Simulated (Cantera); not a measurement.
A closed system holds: 1 mol SiCl4, 0.0095 mol Cl2, 72 mol H2, held at 11.0 mbar.

Method: chemical equilibrium by Gibbs-energy minimisation in Cantera with the NASA 1993 tables (ideal gas, pure condensed phases). Candidate condensed phases: Si; 19 gas species. The tables' values for SiCl3, SiCl are old estimates; treat these amounts as uncertain. Gases not in the tables: Si2H6 and higher silanes. Equilibrium is a limit: real reactors are often held back by kinetics, nucleation or transport.

x: gas mole fraction; n: condensed amount in mol.

```json
[
 {"T (°C)": "1175", "x H2": "0.952", "x HCl": "0.0424", "x SiCl2": "0.00580", "x H": "8.57e-5", "x Si": "2.66e-7", "n Si(s)": "0.562", "n Si(l)": "0"},
 {"T (°C)": "1200", "x H2": "0.952", "x HCl": "0.0422", "x SiCl2": "0.00589", "x H": "0.000118", "x Si": "4.98e-7", "n Si(s)": "0.557", "n Si(l)": "0"},
 {"T (°C)": "1225", "x H2": "0.952", "x HCl": "0.0421", "x SiCl2": "0.00597", "x H": "?", "x Si": "?", "n Si(s)": "0.552", "n Si(l)": "0"},
 {"T (°C)": "1250", "x H2": "0.952", "x HCl": "0.0420", "x SiCl2": "0.00605", "x H": "0.000215", "x Si": "1.64e-6", "n Si(s)": "0.546", "n Si(l)": "0"},
 {"T (°C)": "1275", "x H2": "0.952", "x HCl": "0.0419", "x SiCl2": "0.00613", "x H": "0.000286", "x Si": "2.89e-6", "n Si(s)": "0.541", "n Si(l)": "0"},
 {"T (°C)": "1300", "x H2": "0.952", "x HCl": "0.0417", "x SiCl2": "0.00620", "x H": "0.000378", "x Si": "5.00e-6", "n Si(s)": "0.536", "n Si(l)": "0"},
 {"T (°C)": "1325", "x H2": "0.952", "x HCl": "0.0416", "x SiCl2": "0.00626", "x H": "0.000495", "x Si": "8.50e-6", "n Si(s)": "0.531", "n Si(l)": "0"},
 {"T (°C)": "1350", "x H2": "0.951", "x HCl": "0.0415", "x SiCl2": "0.00633", "x H": "0.000643", "x Si": "1.42e-5", "n Si(s)": "0.526", "n Si(l)": "0"},
 {"T (°C)": "1375", "x H2": "0.951", "x HCl": "0.0414", "x SiCl2": "0.00639", "x H": "0.000828", "x Si": "2.34e-5", "n Si(s)": "0.520", "n Si(l)": "0"},
 {"T (°C)": "1400", "x H2": "0.951", "x HCl": "0.0412", "x SiCl2": "0.00644", "x H": "?", "x Si": "?", "n Si(s)": "0.514", "n Si(l)": "0"},
 {"T (°C)": "1425", "x H2": "0.951", "x HCl": "0.0412", "x SiCl2": "0.00643", "x H": "0.00134", "x Si": "5.97e-5", "n Si(s)": "0", "n Si(l)": "0.513"},
 {"T (°C)": "1450", "x H2": "0.950", "x HCl": "0.0415", "x SiCl2": "0.00628", "x H": "0.00169", "x Si": "8.94e-5", "n Si(s)": "0", "n Si(l)": "0.521"},
 {"T (°C)": "1475", "x H2": "0.950", "x HCl": "0.0418", "x SiCl2": "0.00613", "x H": "0.00212", "x Si": "0.000132", "n Si(s)": "0", "n Si(l)": "0.527"}
]
```

**Question.** Some entries are withheld; supply them.

**Answer.** 
- 1400, x H: 0.00106
- 1400, x Si: 3.80e-5
- 1225, x H: 0.000160
- 1225, x Si: 9.12e-7
